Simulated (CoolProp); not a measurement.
Model: reference Helmholtz-energy equation of state, Thol 2019, in CoolProp.

Give the vapour pressure (kPa), liquid density (kg/m³), vapour density (kg/m³), surface tension (mN/m) of saturated dodecamethylpentasiloxane (MD3M) at 473.2, 512.8, 552.4 K.


| T (K) | p (kPa) | liquid density (kg/m³) | vapour density (kg/m³) | surface tension (mN/m) |
|---|---|---|---|---|
| 473.2 | 48.2 | 690 | 5.04 | 6.88 |
| 512.8 | 126 | 641 | 13.0 | 4.75 |
| 552.4 | 279 | 583 | 30.1 | 2.81 |

Surface tension comes from a separate correlation (Mulero 2014), older than this fluid's equation and unchecked against measurements.
